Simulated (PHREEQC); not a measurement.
Solution (20 °C): 3.7 mmol/kgw NiCl2, 79 mmol/kgw KCl and 10.8 mmol/kgw FeSO4. Closed to the air; pH follows from the charge balance.

The numbers come from PHREEQC with the ion-association model, wateq4f.dat.

### Question
The ionic strength comes out as 0.122 mol/kgw. What activity coefficients do K+, NiCl+, Fe+2, FeOH+, Cl- get?

### Answer
K+ 0.75, NiCl+ 0.77, Fe+2 0.38, FeOH+ 0.77, Cl- 0.75.

Precipitation was switched off in this run.
